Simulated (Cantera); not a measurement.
An isothermal, constant-pressure homogeneous reactor starts with C2H6 : N2 = 1 : 100 (molar parts), at 1400 K and 2.33 Torr.

Cantera simulation using GRI-Mech 3.0 (53 species, 325 reactions); the numbers are that mechanism's predictions, not measurements. GRI-Mech 3.0 stops at C3 and has no aromatics, soot or wall deposition, so with more carbon than oxygen in the feed, carbon stays in small species such as C2H2 where larger ones or solid carbon would form. Radical loss at walls, strong at low pressure, is not modelled.

Q: Predict: x(C2H6) at 7.00 s; x(H2) at 7.00 s; x(C2H4) at 7.00 s; x(H) at 7.00 s; x(CH2) at 7.00 s; x(CH4) at 7.00 s.

A: 
```
Property                                              Value
-----------------  ----------------------------------------
x(C2H6) at 7.00 s    3.25e-7 (gas-phase equilibrium <1e-12)
x(H2) at 7.00 s       0.0167 (gas-phase equilibrium 0.0194)
x(C2H4) at 7.00 s   2.63e-5 (gas-phase equilibrium 6.99e-8)
x(H) at 7.00 s      1.30e-5 (gas-phase equilibrium 1.23e-5)
x(CH2) at 7.00 s   1.44e-8 (gas-phase equilibrium 4.87e-12)
x(CH4) at 7.00 s    0.00179 (gas-phase equilibrium 8.48e-7)
```
